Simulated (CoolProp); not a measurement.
Vapour-liquid equilibrium of isopentane (1) + toluene (2) at 297.8 K; x and y are mole fractions of (1).

Model: multi-fluid Helmholtz-energy mixture model, Lemmon 2006 and Lemmon 2006; pair parameters Bell 2016, in CoolProp.

```tsv
x	bubble pressure, mixture model (MPa)	bubble pressure, Raoult's law (MPa)	y, mixture model	y, Raoult's law
0.05	0.009909	0.008078	0.640	0.561
0.15	0.02229	0.01677	0.855	0.811
0.25	0.03388	0.02546	0.915	0.890
0.35	0.04412	0.03416	0.941	0.929
0.45	0.05287	0.04285	0.957	0.952
0.55	0.06032	0.05154	0.967	0.967
0.65	0.06688	0.06024	0.974	0.978
0.75	0.07306	0.06893	0.981	0.986
0.85	0.07942	0.07762	0.988	0.993
0.95	0.08659	0.08632	0.995	0.998
```

The largest gap from Raoult's law is +33.1 % in bubble pressure, at x = 0.25. No azeotrope shows between x = 0.05 and 0.95.

The pair parameters rest on a limited set of measurements; away from them the model extrapolates.
